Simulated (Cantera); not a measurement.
Feed: 1 mol CS2, 0.35 mol O2, at 0.770 bar.

Equilibrium computed with Cantera from the NASA thermochemical tables; the gas is ideal and each condensed phase is pure. Candidate condensed phases: C, S; 22 gas species. Equilibrium is a limit: real reactors are often held back by kinetics, nucleation or transport. All values below are at 1200 °C.

Base state: S2 0.402, CO 0.386, CS2 0.180, COS 0.0295, CO2 0.00115, CS 7.11e-5, S 2.14e-5 (mole fractions); condensed: gas only.

Q: What changes in the equilibrium state with this change: 1.4 mol H2S added?

A: 
| species | before | after |
|---|---|---|
| H2S | 0 | 0.276 |
| S2 | 0.402 | 0.275 |
| CO | 0.386 | 0.197 |
| H2 | 0 | 0.144 |
| COS | 0.0295 | 0.0124 |
| CS2 | 0.180 | 0.0915 |
| SH | 0 | 0.00289 |
| H2O | 0 | 0.000727 |
| CO2 | 0.00115 | 0.000401 |
| CS | 7.11e-5 | 4.36e-5 |
Further candidate phases: C6H6, C7H8, C8H18, H2O, H2SO4.

Q: What changes in the equilibrium state with this change: O2 from 0.35 to 0.12 mol?

A: 
```csv
species,before,after
CS2,0.180,0.615
S2,0.402,0.190
CO,0.386,0.185
COS,0.0295,0.00969
CO2,0.00115,3.62e-5
CS,7.11e-5,0.000353
S,2.14e-5,1.47e-5
```
